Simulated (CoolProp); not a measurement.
Ethylene along the isotherm 415 K: Z from the reference equation and from simpler models built on Tc = 282.4 K, pc = 5042 kPa, ω = 0.087; each cubic takes its own stable root.

The numbers come from the reference Helmholtz-energy equation of state, Smukala 2000 in CoolProp.

```
p (kPa)  phase  reference
-------  -----  ---------
280        gas     0.9947
560        gas     0.9895
840        gas     0.9843
1120       gas     0.9790
1400       gas     0.9738
1680       gas     0.9686
1960       gas     0.9634
2240       gas     0.9582
2520       gas     0.9531
```

Task: How far does each simpler model (Pitzer virial, van der Waals, Soave-Redlich-Kwong) lie from the reference over these 9 states: mean and median of the absolute difference, and the worst?

Result: 
- Pitzer virial: mean 0.1 %, median 0.1 %, worst +0.1 % at 415 K and 2520 kPa
- van der Waals: mean 0.5 %, median 0.5 %, worst -1.0 % at 415 K and 2520 kPa
- Soave-Redlich-Kwong: mean 0.2 %, median 0.1 %, worst +0.3 % at 415 K and 2520 kPa
